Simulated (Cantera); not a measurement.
Input: 1 mol H₂O, 0.077 mol O₂, held at 1.00 Torr.

Equilibrium computed with Cantera from the NASA thermochemical tables; the gas is ideal and each condensed phase is pure. Candidate condensed phases: H₂O; 9 gas species. The numbers say what is thermodynamically allowed, not how fast it happens.

Question: At 1450 K, list the 5 most abundant gas species with their mole fractions, and the condensed phases.

Answer: H₂O 0.928, O₂ 0.0714, OH 0.000607, H₂ 9.01e-5, O 1.47e-5. Condensed: gas only.
